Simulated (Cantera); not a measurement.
Diamond growth

A diamond (100) surface in a fixed gas of H2 with x(CH4) = 0.0055, x(CH3) = 0.00012, at 1050 K, 0.0200 bar; coverages are run to steady state.

Detailed kinetics in Cantera: the Harris–Goodwin 1993 mechanism for the reconstructed diamond (100) surface.

```
x(H)     growth (µm/h)  θ c6HH  θ c6H*  θ c6*H   θ c6**    θ c6HM
-------  -------------  ------  ------  ------  -------  --------
0.0001          0.0791   0.592  0.0195   0.350  0.00475    0.0218
0.00022          0.175   0.562  0.0209   0.374  0.00752    0.0237
0.00048          0.348   0.548  0.0216   0.387  0.00993    0.0228
0.0011           0.628   0.544  0.0221   0.395   0.0117    0.0187
0.0023           0.920   0.545  0.0224   0.401   0.0126    0.0133
0.005             1.19   0.547  0.0227   0.405   0.0132   0.00801
0.011             1.38   0.549  0.0228   0.408   0.0135   0.00424
0.024             1.49   0.551  0.0230   0.410   0.0137   0.00210
0.053             1.54   0.551  0.0231   0.410   0.0138  0.000985
```
θ: site fractions in the mechanism's names (c6HH fully hydrogenated, c6H* and c6*H radical sites, c6** diradical, c6HM methylated).
